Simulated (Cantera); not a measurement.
A perfectly stirred reactor is fed with H2 : O2 = 0.005 : 1 (molar parts), at 0.0180 bar; it is held at 1123 K, and followed from long to short residence time.

Detailed kinetics in Cantera: the H2/O2 subset of GRI-Mech 3.0, which has no nitrogen chemistry. Radical loss at walls, strong at low pressure, is not modelled.

**Question.** What does this change do: pressure from 0.0180 bar to 0.0133 bar?

**Answer.** 
```csv
quantity,before,after
x(H2) at τ = 0.710 s,5.11e-5,5.47e-5
x(O2) at τ = 0.710 s,0.994,0.993
x(H) at τ = 0.710 s,1.94e-5,3.14e-5
x(OH) at τ = 0.710 s,0.000181,0.000213
x(H2O2) at τ = 0.710 s,1.51e-8,1.20e-8
x(H2) at τ = 54.0 ms,0.000262,0.000309
x(O2) at τ = 54.0 ms,0.992,0.992
x(H) at τ = 54.0 ms,0.000115,0.000148
x(OH) at τ = 54.0 ms,0.000413,0.000464
x(H2O2) at τ = 54.0 ms,3.15e-8,2.59e-8
```

**Question.** What does this change do: temperature 1123 to 1248 K?

**Answer.** 
```tsv
quantity	before	after
x(H2) at τ = 0.710 s	5.11e-5	2.56e-5
x(O2) at τ = 0.710 s	0.994	0.993
x(H) at τ = 0.710 s	1.94e-5	2.30e-5
x(OH) at τ = 0.710 s	0.000181	0.000295
x(H2O2) at τ = 0.710 s	1.51e-8	9.57e-9
x(H2) at τ = 54.0 ms	0.000262	0.000147
x(O2) at τ = 54.0 ms	0.992	0.991
x(H) at τ = 54.0 ms	0.000115	9.27e-5
x(OH) at τ = 54.0 ms	0.000413	0.000535
x(H2O2) at τ = 54.0 ms	3.15e-8	1.63e-8
```
